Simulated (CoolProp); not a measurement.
Ethylene at 298.15 K and 1.41 MPa is compressed adiabatically to 3.88 MPa with isentropic efficiency 0.85. Each further row changes one setting.

Computed with CoolProp (reference Helmholtz-energy equation of state, Smukala 2000).

| case | work (kJ/kg) | final temperature (K) | final density (kg/m³) |
|---|---|---|---|
| as stated | 105 | 373.2 | 39.3 |
| efficiency 1 | 89.3 | 365.5 | 40.6 |
| efficiency 0.65 | 137 | 388.9 | 37.1 |
